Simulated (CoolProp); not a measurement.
Values from CoolProp's reference Helmholtz-energy equation of state, Platzer 1990. This equation is an older, rougher fit.

### Question
For R21, give the phase and the cp (kJ/(kg K)), cv (kJ/(kg K)) at 390.1 K and 0.101 MPa; 423.2 K and 0.101 MPa; 456.4 K and 0.101 MPa.

### Answer
- 390.1 K and 0.101 MPa: gas; cp 0.683, cv 0.597
- 423.2 K and 0.101 MPa: gas; cp 0.706, cv 0.622
- 456.4 K and 0.101 MPa: gas; cp 0.727, cv 0.644
